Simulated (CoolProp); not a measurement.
200 sccm (0 °C, 1 atm) of nitrogen bubbles through liquid octamethyltrisiloxane (MDM) at 295 K and leaves saturated at a total pressure of 0.0119 MPa (ideal gas phase). Each further row changes one setting.

Values from CoolProp's reference Helmholtz-energy equation of state, Thol 2017.

```csv
case,vapour pressure (kPa),mole fraction of vapour,delivery (mg/min),delivery (sccm),change of delivery for a bath 1 K warmer (%)
as stated,0.405,0.0340,74.4,7.05,7.2
bath temperature 300 K,0.563,0.0473,105,9.93,7.0
total pressure 0.0238 MPa,0.405,0.0170,36.5,3.46,7.1
```
